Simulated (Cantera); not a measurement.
A closed system holds: 1 mol CH3Cl, 0.035 mol CH4, 1 mol H2, held at 0.000180 bar.

Equilibrium computed with Cantera from the NASA thermochemical tables; the gas is ideal and each condensed phase is pure. Candidate condensed phases: C, C6H6, C7H8, C8H18; 91 gas species. Equilibrium is a limit: real reactors are often held back by kinetics, nucleation or transport.

**Question.** Which condensed phases are stable at each of these points (T (K)): 1748, 1898, 2048, 2198, 2348, 2498, 2648, 2798, 2948, 3098, 3248, 3398, 3548?

**Answer.** 
```csv
T (K),condensed phases,C condensed (%)
1748,C(graphite),100.0
1898,C(graphite),99.9
2048,C(graphite),99.6
2198,C(graphite),99.1
2348,C(graphite),98.2
2498,C(graphite),93.2
2648,C(graphite),48.7
2798,gas only,0.0
2948,gas only,0.0
3098,gas only,0.0
3248,gas only,0.0
3398,gas only,0.0
3548,gas only,0.0
```

From 1748 K to 2648 K the condensed part is C(graphite). From 2798 K to 3548 K nothing is condensed.
